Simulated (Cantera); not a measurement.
Cantera run, input and output.

```python
import numpy as np
import cantera as ct

gas = ct.Solution("h2o2.yaml")
gas.TPX = 600, 13332, {'H2': 1, 'O2': 0.505, 'N2': 2.47, 'H2O': 0.086}
flame = ct.FreeFlame(gas, width=0.16)
flame.set_refine_criteria(ratio=3, slope=0.08, curve=0.16)
flame.transport_model = "mixture-averaged"
flame.solve(loglevel=0, auto=True)
z, T = flame.grid, flame.T
thick = (T[-1] - T[0]) / np.gradient(T, z).max()
show = ['H2', 'O2', 'H2O', 'HO2', 'OH', 'H2O2']
print(f"laminar burning velocity  {flame.velocity[0] * 100:.3f} cm/s")
print(f"burnt temperature         {T[-1]:.1f} K")
print(f"thermal thickness         {thick * 1e3:.4f} mm")
print(f"grid points               {len(z)}")
z0 = z[flame.heat_release_rate.argmax()]
print(f"{'z/mm':>9s}{'T/K':>9s}{'u/(m/s)':>9s}" + "".join(f"{s:>11s}" for s in show))
rows = []
for k in (-3, -2, -1.5, -1, -0.5, -0.25, 0, 0.25, 0.5, 1, 2, 4, 8):
    zz = z0 + k * thick
    rows.append([k * thick, np.interp(zz, z, T), np.interp(zz, z, flame.velocity),
                 *(np.interp(zz, z, flame.X[gas.species_index(s)]) for s in show)])
    print(f"{rows[-1][0] * 1e3:9.3f}{rows[-1][1]:9.1f}{rows[-1][2]:9.3f}" + "".join(f"{x:11.3e}" for x in rows[-1][3:]))
```

Output:

```
laminar burning velocity  478.598 cm/s
burnt temperature         2257.9 K
thermal thickness         7.2420 mm
grid points               139
     z/mm      T/K  u/(m/s)         H2         O2        H2O        HO2         OH       H2O2
  -21.726    600.0    4.786  2.462e-01  1.244e-01  2.118e-02  7.999e-14  7.098e-19  1.805e-16
  -14.484    600.0    4.786  2.462e-01  1.244e-01  2.118e-02  1.171e-11  8.968e-16  4.757e-16
  -10.863    600.0    4.786  2.462e-01  1.244e-01  2.118e-02  1.211e-09  1.643e-13  4.221e-14
   -7.242    600.0    4.786  2.462e-01  1.244e-01  2.118e-02  1.768e-07  8.545e-11  3.931e-11
   -3.621    604.8    4.820  2.451e-01  1.243e-01  2.152e-02  4.701e-05  1.491e-05  5.071e-07
   -1.811    708.2    5.589  2.269e-01  1.212e-01  3.102e-02  3.541e-05  2.497e-04  8.782e-07
    0.000   1070.1    8.211  1.175e-01  8.234e-02  1.134e-01  1.390e-05  2.247e-03  5.669e-07
    1.811   1328.5   10.066  4.210e-02  3.557e-02  1.971e-01  5.165e-06  6.030e-03  7.667e-07
    3.621   1441.4   10.847  3.792e-02  2.965e-02  2.083e-01  3.735e-06  7.836e-03  6.424e-07
    7.242   1568.9   11.704  3.863e-02  2.666e-02  2.156e-01  2.846e-06  9.726e-03  4.139e-07
   14.484   1706.6   12.603  3.801e-02  2.346e-02  2.248e-01  2.121e-06  1.141e-02  2.247e-07
   28.968   1846.2   13.490  3.553e-02  2.002e-02  2.357e-01  1.536e-06  1.243e-02  1.184e-07
   57.936   1976.8   14.297  3.131e-02  1.656e-02  2.476e-01  1.100e-06  1.245e-02  6.755e-08
```

Detailed kinetics in Cantera: the H2/O2 subset of GRI-Mech 3.0, which has no nitrogen chemistry. Burning velocities carry a grid error of a few per cent, more on coarse grids.
